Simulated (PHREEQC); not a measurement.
Make-up at 20 °C: 110 mmol/kgw ZnSO4. Closed to the air; pH follows from the charge balance.

Equilibrium calculation in PHREEQC: ion-association model, phreeqc.dat.

This is a speciation only: nothing precipitates in the calculation.

### Question
Predict the pH, density, ionic strength.

### Answer
pH 5.61; density 1.016 g/cm³; ionic strength 0.222 mol/kgw.

### Question
In which forms is Zn present?

### Answer
Zn+2 50 %, ZnSO4 37 %, Zn(SO4)2-2 13 % of the Zn.

Complexes and solids missing from the database can't appear.
